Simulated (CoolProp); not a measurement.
Nitrogen at 293.15 K and 2.6 MPa flows at 0.36 m/s in a round tube of 1 mm bore and 0.25 µm roughness, fully developed (64/Re and Nu = 3.66 if laminar; Colebrook and Gnielinski if turbulent). Each further row changes one setting.

Model: reference Helmholtz-energy equation of state, Span 2000, in CoolProp.

```csv
case,Reynolds number,Darcy friction factor,pressure drop (Pa/m),heat-transfer coefficient (W/(m² K)),mass flow (kg/h)
as stated,602,…,…,97.1,0.0306
velocity 0.72 m/s,1200,0.0532,414,97.1,0.0611
diameter 2 mm,1200,0.0532,…,48.5,0.122
```

Q: What belongs in the gaps?

A: 
- as stated, Darcy friction factor: 0.106
- as stated, pressure drop (Pa/m): 207
- diameter 2 mm, pressure drop (Pa/m): 51.7

Viscosity comes from a separate model (Lemmon 2004). Thermal conductivity comes from a separate model (Lemmon 2004).
